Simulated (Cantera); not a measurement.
A closed system holds: 1 mol Si3N4, 31 mol Cl2, 44 mol N2, held at 2025 K and 72.0 Pa.

Method: chemical equilibrium by Gibbs-energy minimisation in Cantera with the NASA 1993 tables (ideal gas, pure condensed phases). Candidate condensed phases: Si, Si3N4; 13 gas species. The tables' values for SiCl3, SiCl are old estimates; treat these amounts as uncertain. Kinetics and transport are ignored.

Base state: Cl 0.532, N2 0.439, SiCl2 0.0269, SiCl3 0.00152, Cl2 0.000310, SiCl4 9.51e-5, SiCl 6.64e-5 (mole fractions); condensed: gas only.

Q: What changes in the equilibrium state with this change: pressure from 72.0 Pa to 0.100 bar?

A: 
```csv
species,before,after
N2,0.439,0.477
Cl,0.532,0.459
Cl2,0.000310,0.0321
SiCl4,9.51e-5,0.0270
SiCl2,0.0269,0.000532
SiCl,6.64e-5,1.09e-8
SiCl3,0.00152,0.00360
```
The tables' values for SiCl3 are old estimates; treat these amounts as uncertain.
